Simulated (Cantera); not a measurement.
A freely propagating, adiabatic, planar premixed flame of CH₄ : C₂H₆ : O₂ : N₂ : CO₂ = 1 : 0.79 : 5.24 : 13.6 : 0.59 (molar parts), equivalence ratio 0.91, unburnt at 425 K and 8.60 bar; mixture-averaged transport, grid criteria slope 0.08 and curve 0.16, no radiation.

Detailed kinetics in Cantera: GRI-Mech 3.0 (53 species, 325 reactions). Burning velocities carry a grid error of a few per cent, more on coarse grids.

Question: How do the results move with these cheaper or finer settings: unity-Lewis-number transport; multicomponent transport; multicomponent+Soret transport; grid criteria slope 0.5, curve 1; grid criteria slope 0.25, curve 0.5; grid criteria slope 0.03, curve 0.06?

Answer: 
| setting | laminar burning velocity | thermal thickness | peak x(C₂H) | grid points | grid points |
|---|---|---|---|---|---|
| as above | 58.5 cm/s | 0.0485 mm | 1.84e-6 | 159 | 159 |
| unity-Lewis-number transport | 51.9 cm/s | 0.0500 mm | 1.99e-6 | 149 | 149 |
| multicomponent transport | 59.1 cm/s | 0.0493 mm | 1.87e-6 | 159 | 159 |
| multicomponent+Soret transport | 58.2 cm/s | 0.0495 mm | 1.82e-6 | 159 | 159 |
| grid criteria slope 0.5, curve 1 | 65.3 cm/s | 0.0531 mm | 1.80e-6 | 37 | 37 |
| grid criteria slope 0.25, curve 0.5 | 60.5 cm/s | 0.0501 mm | 1.84e-6 | 63 | 63 |
| grid criteria slope 0.03, curve 0.06 | 57.6 cm/s | 0.0481 mm | 1.84e-6 | 368 | 368 |
The base run took roughly 16 core-seconds.
Unity Lewis numbers drop preferential diffusion, which matters most where H2 and H carry the flame; Soret adds thermal diffusion.
